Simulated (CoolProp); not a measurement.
Vapour-liquid equilibrium of dimethyl ether (1) + chloromethane (R40) (2) at 8.18 bar; x and y are mole fractions of (1).

Values from CoolProp's multi-fluid Helmholtz-energy mixture model, Wu 2011 and Thol 2014; pair parameters Bell 2016.

**Question.** Give the bubble temperature and the first vapour's composition at x = 0.35, 0.425, 0.875. Is there an azeotrope?

**Answer.** x = 0.35: 312.1 K, y = 0.342; x = 0.425: 312.2 K, y = 0.422; x = 0.875: 310.8 K, y = 0.890. y crosses x between x = 0.425 and 0.5: the model has an azeotrope there.

Pair parameters are fitted to limited data, so mixtures are less certain than the pure fluids.
